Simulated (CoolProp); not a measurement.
R22 along the isotherm 268.5 K: Z from the reference equation and from simpler models built on Tc = 369.3 K, pc = 4.990 MPa, ω = 0.221; each cubic takes its own stable root.

Model: reference Helmholtz-energy equation of state, Kamei 1995, in CoolProp.

| p (MPa) | phase | reference |
|---|---|---|
| 0.158 | gas | 0.9666 |
| 0.238 | gas | 0.9488 |
| 0.359 | gas | 0.9205 |
| 0.542 | liquid | 0.01618 |
| 0.817 | liquid | 0.02437 |
| 1.23 | liquid | 0.03664 |
| 1.86 | liquid | 0.05532 |
| 2.81 | liquid | 0.08335 |
| 4.23 | liquid | 0.1250 |
| 6.39 | liquid | 0.1878 |
| 9.63 | liquid | 0.2809 |
| 14.5 | liquid | 0.4186 |
| 21.9 | liquid | 0.6234 |
| 33.1 | liquid | 0.9252 |
| 49.9 | liquid | 1.363 |

### Question
How far does each simpler model (van der Waals, Redlich-Kwong, Peng-Robinson) lie from the reference over these 15 states: mean and median of the absolute difference, and the worst?

### Answer
- van der Waals: mean 650.9 %, median 58.9 %, worst +5629.9 % at 268.5 K and 0.542 MPa
- Redlich-Kwong: mean 374.5 %, median 12.6 %, worst +5474.8 % at 268.5 K and 0.542 MPa
- Peng-Robinson: mean 2.3 %, median 2.4 %, worst -3.6 % at 268.5 K and 49.9 MPa

At some of these states van der Waals, Redlich-Kwong gives the other phase, because its saturation line lies elsewhere.
